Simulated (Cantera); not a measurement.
**Low-pressure radical oxidation in H2/O2**

An isothermal, constant-pressure homogeneous reactor starts with 6.25 % H₂, 56.8 % O₂, 36.9 % N₂, at 1350 K and 0.0260 bar.

Computed with Cantera and GRI-Mech 3.0 (53 species, 325 reactions). Radical loss at walls, strong at low pressure, is not modelled. The temperature is held fixed by assumption; the heat of reaction is taken as removed at once.

| t (s) | x H₂ | x O₂ | x N₂O | x OH | x NO | x H₂O₂ | x H |
|---|---|---|---|---|---|---|---|
| 1.00e-6 | 0.0625 | 0.568 | <1e-12 | 1.87e-11 | <1e-12 | <1e-12 | 7.71e-10 |
| 4.29e-6 | 0.0625 | 0.568 | <1e-12 | 3.15e-10 | <1e-12 | <1e-12 | 3.08e-9 |
| 1.84e-5 | 0.0625 | 0.568 | <1e-12 | 4.38e-9 | <1e-12 | 4.24e-12 | 1.11e-8 |
| 7.88e-5 | 0.0625 | 0.568 | <1e-12 | 5.69e-8 | <1e-12 | 7.65e-11 | 6.32e-8 |
| 0.000338 | 0.0625 | 0.568 | <1e-12 | 1.45e-5 | <1e-12 | 1.37e-9 | 1.41e-5 |
| 0.00145 | 0.00184 | 0.522 | 4.51e-9 | 0.00583 | 1.23e-7 | 1.33e-7 | 0.0121 |
| 0.00621 | 0.00144 | 0.529 | 8.95e-9 | 0.00520 | 7.28e-7 | 1.32e-7 | 0.00818 |
| 0.0266 | 0.000585 | 0.545 | 1.27e-8 | 0.00335 | 1.42e-6 | 1.12e-7 | 0.00194 |
| 0.114 | 6.81e-5 | 0.553 | 2.10e-8 | 0.00115 | 1.54e-6 | 4.68e-8 | 7.44e-5 |
| 0.490 | 5.36e-6 | 0.554 | 2.63e-8 | 0.000325 | 1.56e-6 | 1.07e-8 | 1.64e-6 |
| 2.10 | 6.23e-7 | 0.554 | 2.42e-8 | 0.000111 | 1.56e-6 | 2.24e-9 | 6.57e-8 |
| 9.00 | 1.40e-7 | 0.554 | 1.22e-8 | 5.28e-5 | 1.56e-6 | 7.18e-10 | 7.04e-9 |
x: mole fraction; the columns are a selection and need not sum to one.

Equilibrium at this temperature and pressure: H₂ 1.10e-7, O₂ 0.554, N₂O 4.47e-9, OH 4.69e-5, NO 0.000615, H₂O₂ 6.14e-10, H 4.94e-9 (gas phase only).
